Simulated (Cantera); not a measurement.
Charge: 1 mol SiH4, 210 mol H2, held at 1.80 mbar.

These are equilibrium values from Cantera (NASA tables, ideal gas, pure condensed phases), not measurements of a reactor. Candidate condensed phases: Si; 9 gas species. Gases not in the tables: Si2H6 and higher silanes. Rates play no part.

x: gas mole fraction; n: condensed amount in mol.

```csv
T (K),x H2,x H,x Si,x SiH,x SiH2,x Si2,x Si3,n Si(s),n Si(l)
1023,1.00,9.76e-8,<1e-12,<1e-12,1.80e-10,<1e-12,<1e-12,1.00,0
1123,1.000,1.00e-6,3.58e-11,3.85e-11,2.26e-9,<1e-12,<1e-12,1.000,0
1223,1.000,7.09e-6,1.79e-9,9.85e-10,1.87e-8,<1e-12,<1e-12,1.000,0
1323,1.000,3.74e-5,4.93e-8,1.53e-8,1.13e-7,1.50e-11,1.78e-12,1.000,0
1423,1.000,0.000157,8.49e-7,1.61e-7,5.26e-7,6.07e-10,9.31e-11,1.000,0
1523,0.999,___,___,___,___,___,___,0.997,0
1623,0.998,___,___,___,___,___,___,0.978,0
1723,0.995,0.00429,0.000546,3.33e-5,1.69e-5,2.59e-6,6.43e-7,0,0.872
```

### Question
Some entries are withheld; supply them.

### Answer

- 1623, x H: 0.00163
- 1623, x Si: 8.69e-5
- 1623, x SiH: 7.39e-6
- 1623, x SiH2: 6.46e-6
- 1623, x Si2: 2.50e-7
- 1623, x Si3: 5.68e-8
- 1523, x H: 0.000545
- 1523, x Si: 1.00e-5
- 1523, x SiH: 1.24e-6
- 1523, x SiH2: 2.00e-6
- 1523, x Si2: 1.51e-8
- 1523, x Si3: 2.86e-9
